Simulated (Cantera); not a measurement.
Charge: 1 mol SiCl4, 1.1 mol Cl2, 2.6 mol H2, at 5.30 bar.

Method: chemical equilibrium by Gibbs-energy minimisation in Cantera with the NASA 1993 tables (ideal gas, pure condensed phases). Candidate condensed phases: Si; 19 gas species. The tables' values for SiCl3 are old estimates; treat these amounts as uncertain. Rates play no part.

log p: log10 of the partial pressure in bar; nothing condenses.

```csv
T (°C),log p HCl,log p H2,log p SiCl4,log p SiCl3,log p SiHCl3,log p SiCl2
325,0.39,0.23,0.05,-10.34,-4.70,<-11
400,0.39,0.23,0.05,-8.61,___,<-11
475,0.39,0.23,0.05,-7.23,-3.47,<-11
550,0.39,0.23,0.05,-6.11,-3.03,-10.32
625,0.39,0.23,0.05,-5.18,-2.67,-8.73
700,0.40,0.23,0.05,-4.40,-2.37,-7.39
775,0.40,0.23,0.05,-3.73,___,___
850,0.40,0.22,0.05,-3.15,-1.89,-5.26
925,0.40,0.22,0.04,-2.65,-1.70,-4.40
1000,0.40,0.22,0.04,-2.22,-1.54,-3.66
1075,0.40,0.22,0.03,-1.84,-1.40,-3.01
1150,0.41,0.21,0.02,-1.51,-1.29,-2.44
1225,0.42,0.20,-0.01,-1.23,-1.21,-1.95
1300,0.43,0.18,-0.04,-1.00,-1.16,-1.54
```

Question: Some entries are withheld; supply them.

Answer: 
- 400, log p SiHCl3: -4.01
- 775, log p SiHCl3: -2.11
- 775, log p SiCl2: -6.24
